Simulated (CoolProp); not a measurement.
Decamethyltetrasiloxane (MD2M) at several states: Z from the reference equation and from simpler models built on Tc = 599.4 K, pc = 1.144 MPa, ω = 0.635; each cubic takes its own stable root.

Model: reference Helmholtz-energy equation of state, Thol 2017, in CoolProp.

```
T (K)  p (MPa)   phase  reference  van der Waals  Redlich-Kwong  Soave-Redlich-Kwong  Peng-Robinson
-----  -------  ------  ---------  -------------  -------------  -------------------  -------------
448.9     0.15  liquid    0.01809         0.9169         0.8897              0.02019        0.01785
474.4    0.127  liquid    0.01519         0.9394         0.9222              0.01705        0.01506
283.3      1.4  liquid     0.2134         0.3835         0.2600               0.2479         0.2212
412.7   0.0593  liquid   0.007341         0.9619         0.9479             0.008200       0.007266
344.4   0.0305  liquid   0.004124         0.9709       0.005014             0.004674       0.004158
```

At some of these states van der Waals, Redlich-Kwong gives the other phase, because its saturation line lies elsewhere.
